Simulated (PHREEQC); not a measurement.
**Nickel, zinc or cadmium bath: speciation**

A solution holds 110 mmol/kgw NiSO4 and 44 mmol/kgw NaCl, at 20 °C. It is in equilibrium with CO2 at log p = -3.5 (atm). Otherwise closed; pH follows from the charge balance.

Computed with PHREEQC (ion-association model, wateq4f.dat).

No solid was allowed to form.

**Question.** What pH does the model give?

**Answer.** pH 5.44.

**Question.** In which forms is C present?

**Answer.** CO2 57 %, NiHCO3+ 23 %, NiCO3 10 %, HCO3- 9.6 % of the C.

Complexes and solids missing from the database can't appear.
